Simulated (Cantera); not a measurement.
An adiabatic, constant-pressure homogeneous reactor starts with 8.12 % CO, 1.14 % H₂, 4.06 % CH₄, 18.2 % O₂, 68.5 % N₂, equivalence ratio 0.70, at 1300 K and 5.00 bar.

Detailed kinetics in Cantera: GRI-Mech 3.0 (53 species, 325 reactions).

Question: Predict: time of steepest temperature rise; temperature at 2.00 s; equilibrium temperature; x(CO) at 2.00 s; x(H₂) at 2.00 s; x(NO) at 2.00 s; x(HO₂) at 2.00 s; x(CO₂) at 2.00 s.

Answer: 
```json
{
  "time_of_steepest_temperature_rise": "0.380 ms",
  "temperature at 2.00 s": "2613 K",
  "equilibrium_temperature": "2613 K",
  "x(CO) at 2.00 s": "0.0142 (gas-phase equilibrium 0.0142)",
  "x(H₂) at 2.00 s": "0.00173 (gas-phase equilibrium 0.00173)",
  "x(NO) at 2.00 s": "0.0134 (gas-phase equilibrium 0.0134)",
  "x(HO₂) at 2.00 s": "9.69e-6 (gas-phase equilibrium 9.69e-6)",
  "x(CO₂) at 2.00 s": "0.112 (gas-phase equilibrium 0.112)"
}
```
